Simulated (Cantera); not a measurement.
Charge: 1 mol SiC, 0.041 mol C, 9.3 mol H2, held at 2998.15 K and 100000 Pa.

These are equilibrium values from Cantera (NASA tables, ideal gas, pure condensed phases), not measurements of a reactor. Candidate condensed phases: C, C6H6, C7H8, C8H18, Si, SiC; 87 gas species. Gases not in the tables: Si2H6 and higher silanes. Rates play no part.

Base state: H2 0.757, H 0.137, Si 0.0458, C2H2 (acetylene) 0.0228, SiC2 0.0188, Si2C 0.00895, SiH 0.00558, SiH2 0.00149 (mole fractions); condensed: gas only.

Task: What changes in the equilibrium state with this change: pressure from 100000 Pa to 1000 Pa?

Result: 
```csv
species,before,after
H,0.137,0.715
H2,0.757,0.207
Si,0.0458,0.0474
C2H2 (acetylene),0.0228,0.00430
SiC2,0.0188,0.0134
Si3,6.19e-5,6.84e-9
CH4,3.13e-5,1.94e-8
SiH2,0.00149,4.22e-6
Si2C,0.00895,7.94e-5
Si2,0.000971,1.04e-5
```

Task: What changes in the equilibrium state with this change: SiC replaced by TiC?

Result: 
```tsv
species	before	after
H2	0.757	0.851
H	0.137	0.145
C2H2 (acetylene)	0.0228	0.00254
Si	0.0458	0
SiC2	0.0188	0
Ti	0	0.00125
Si2C	0.00895	0
SiH	0.00558	0
SiH2	0.00149	0
Si2	0.000971	0
TiC(s), mol	0	0.987
```
TiC: taken at fixed stoichiometry. Further candidate phases: Ti, TiC.
